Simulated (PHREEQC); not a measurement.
AlCl3 is added in steps, without added water, to 1 kg of water holding 19 mmol/kgw CuSO4 and 0.61 mmol/kgw Na2SO4, at 20 °C. Oxygen is held at 0.21 atm. The system is closed to CO2. Only these solids could form: Gibbsite, Cu(OH)2, Brochantite, Antlerite, Atacamite, Basaluminite, Halite, Mirabilite, Chalcanthite.

Base run: PHREEQC, ion-association model, wateq4f.dat. Each further column changes one thing. The table gives pH.

| AlCl3 added (mol) | base | all activity coefficients set to 1 | Debye-Hückel limiting law | Davies equation for every ion | metal-ligand complexes left out |
|---|---|---|---|---|---|
| 0 | 4.30 | 4.20 | 4.40 | 4.32 | 4.16 |
| 0.0008167 | 4.30 | 4.19 | 4.35 | 4.32 | 4.02 |
| 0.001633 | 4.19 | 4.17 | 4.24 | 4.20 | 3.90 |
| 0.002858 | 4.08 | 4.05 | 4.15 | 4.10 | 3.80 |
| 0.003675 | 4.03 | 4.00 | 4.11 | 4.05 | 3.76 |
| 0.004492 | 3.99 | 3.95 | 4.08 | 4.01 | 3.73 |
| 0.005308 | 3.96 | 3.91 | 4.05 | 3.98 | 3.71 |
| 0.006125 | 3.93 | 3.87 | 4.04 | 3.95 | 3.69 |
| 0.006942 | 3.90 | 3.84 | 4.02 | 3.93 | 3.67 |
| 0.008167 | 3.87 | 3.80 | 4.01 | 3.90 | 3.64 |
| 0.008983 | 3.85 | 3.77 | 4.00 | 3.88 | 3.63 |
| 0.0098 | 3.83 | 3.74 | 3.99 | 3.86 | 3.62 |
